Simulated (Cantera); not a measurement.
Cantera run, input and output.

```python
import numpy as np
import cantera as ct

gas = ct.Solution("gri30.yaml")
gas.TPX = 1750, 2666, {'CH4': 0.012, 'H2': 1}
reactor = ct.IdealGasConstPressureReactor(gas, energy="off", clone=False)
net = ct.ReactorNet([reactor])
net.rtol, net.atol = 1e-08, 1e-18
show = ['CH4', 'H2', 'C2H', 'C2H4', 'C2H2', 'H']
times = np.geomspace(0.0006, 40, 10)

steps = ct.SolutionArray(gas, extra=["t"])
rows = []
print(f"{'t/s':>10s}{'T/K':>9s}{'P/Pa':>11s}" + "".join(f"{s:>11s}" for s in show))
for t in times:
    while net.time < t:
        t_next = net.step()
        steps.append(gas.state, t=t_next)
    rows.append([np.interp(t, steps.t, y) for y in (steps.T, steps.P, *steps(*show).X.T)])
    print(f"{t:10.3e}{rows[-1][0]:9.1f}{rows[-1][1]:11.4g}" + "".join(f"{x:11.3e}" for x in rows[-1][2:]))
rate = np.gradient(steps.T, steps.t)
print("integrator steps:", len(steps.t))
if steps.T.max() > steps.T[0] + 200:
    print(f"time of steepest temperature rise: {steps.t[rate.argmax()]:.4e} s")
gas.TPX = 1750, 2666, {'CH4': 0.012, 'H2': 1}
gas.equilibrate("TP")
print(f"equilibrium (TP): T = {gas.T:.1f} K  " + "  ".join(f"{s} {gas[s].X[0]:.3e}" for s in show))
```

It prints:

```
       t/s      T/K       P/Pa        CH4         H2        C2H       C2H4       C2H2          H
 6.000e-04   1750.0       2666  1.185e-02  9.881e-01  2.075e-19  2.234e-10  2.255e-12  1.292e-05
 2.061e-03   1750.0       2666  1.185e-02  9.881e-01  1.050e-16  8.284e-09  3.300e-10  4.472e-05
 7.082e-03   1750.0       2666  1.182e-02  9.880e-01  6.537e-14  2.847e-07  5.984e-08  1.533e-04
 2.433e-02   1750.0       2666  1.171e-02  9.877e-01  3.108e-11  4.552e-06  8.641e-06  5.049e-04
 8.358e-02   1750.0       2666  1.100e-02  9.873e-01  2.309e-09  1.230e-05  2.802e-04  1.157e-03
 2.871e-01   1750.0       2666  8.391e-03  9.885e-01  1.488e-08  9.423e-06  1.587e-03  1.318e-03
 9.865e-01   1750.0       2666  4.476e-03  9.905e-01  3.468e-08  5.509e-06  3.576e-03  1.366e-03
 3.389e+00   1750.0       2666  1.661e-03  9.919e-01  4.993e-08  4.729e-06  5.006e-03  1.407e-03
 1.164e+01   1750.0       2666  5.289e-04  9.924e-01  5.634e-08  4.929e-06  5.581e-03  1.424e-03
 4.000e+01   1750.0       2666  2.086e-04  9.926e-01  5.815e-08  5.041e-06  5.744e-03  1.429e-03
integrator steps: 857
equilibrium (TP): T = 1750.0 K  CH4 1.693e-04  H2 9.926e-01  C2H 5.837e-08  C2H4 5.057e-06  C2H2 5.764e-03  H 1.429e-03
```

Model: GRI-Mech 3.0 (53 species, 325 reactions), integrated in Cantera. GRI-Mech 3.0 stops at C3 and has no aromatics, soot or wall deposition, so with more carbon than oxygen in the feed, carbon stays in small species such as C2H2 where larger ones or solid carbon would form. Radical loss at walls, strong at low pressure, is not modelled.
